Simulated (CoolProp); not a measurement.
Saturation properties of n-undecane.

Model: reference Helmholtz-energy equation of state, Aleksandrov 2011, in CoolProp. It is a short technical equation, of lower accuracy than the large ones.

| T (°C) | p (MPa) | liquid density (kg/m³) | vapour density (kg/m³) | liquid cp (kJ/(kg K)) | surface tension (mN/m) |
|---|---|---|---|---|---|
| 214.85 | 0.1582 | 581.5 | 6.724 | 2.965 | 8.27 |
| 224.75 | 0.1962 | 571.8 | 8.310 | 3.009 | ___ |
| 234.65 | 0.2409 | 561.8 | 10.20 | ___ | 6.87 |
| 244.65 | 0.2938 | 551.3 | ___ | 3.100 | 6.18 |
| 254.55 | 0.3545 | 540.5 | 15.10 | 3.148 | 5.53 |
| 264.55 | 0.4253 | 529.0 | 18.27 | ___ | 4.88 |
| 274.45 | ___ | 517.1 | 21.98 | 3.253 | 4.26 |
| 284.45 | 0.5983 | 504.3 | 26.45 | 3.313 | 3.65 |
| 294.35 | 0.7025 | 490.8 | 31.75 | 3.378 | ___ |

Complete the blanks.


- 224.75, surface tension (mN/m): 7.56
- 234.65, liquid cp (kJ/(kg K)): 3.054
- 244.65, vapour density (kg/m³): 12.45
- 264.55, liquid cp (kJ/(kg K)): 3.199
- 274.45, p (MPa): 0.5056
- 294.35, surface tension (mN/m): 3.08

It boils at 195.8 °C under 1 atm.

Surface tension comes from a separate correlation (Mulero 2014).
